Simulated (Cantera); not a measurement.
Feed: 1 mol MgO, 1.2 mol HCl, 0.22 mol H2, equilibrated at 1275 K and 33.0 Pa.

Cantera equilibrium calculation (NASA polynomials, part measured and part estimated; ideal gas, pure solids and liquids). Candidate condensed phases: H2O, Mg, MgCl2, MgO, Mg(OH)2; 22 gas species. Equilibrium is a limit: real reactors are often held back by kinetics, nucleation or transport.

Base state: HCl 0.800, H2 0.155, H2O 0.0222, MgCl2 0.0222, Cl 7.01e-5, H 1.60e-5 (mole fractions); condensed: MgO(s).

Task: What changes in the equilibrium state with this change: temperature from 1275 K to 1598 K?

Result: 
| species | before | after |
|---|---|---|
| HCl | 0.800 | 0.693 |
| H2 | 0.155 | 0.156 |
| H2O | 0.0222 | 0.0731 |
| MgCl2 | 0.0222 | 0.0730 |
| Mg | 2.18e-8 | 6.99e-5 |
| OH | 2.67e-8 | 2.11e-5 |
| MgO(s), mol | 0.968 | 0.896 |

Task: What changes in the equilibrium state with this change: MgO replaced by Fe2O3?

Result: 
```tsv
species	before	after
HCl	0.800	0.737
H2O	0.0222	0.193
FeCl2	0	0.0354
H2	0.155	4.01e-6
MgCl2	0.0222	0
O2	<1e-9	0.0214
Cl	7.01e-5	0.0127
FeCl3	0	0.000240
Cl2	1.66e-8	0.000542
OH	2.67e-8	4.55e-5
MgO(s), mol	0.968	0
Fe2O3(s), mol	0	0.174
Fe3O4(s), mol	0	0.533
```
Mutual solubility and eutectic melting of coexisting phases are not modelled. Further candidate phases: Fe, FeCl2, FeCl3, FeO, Fe(OH)2, Fe(OH)3, Fe2O3, Fe3O4.
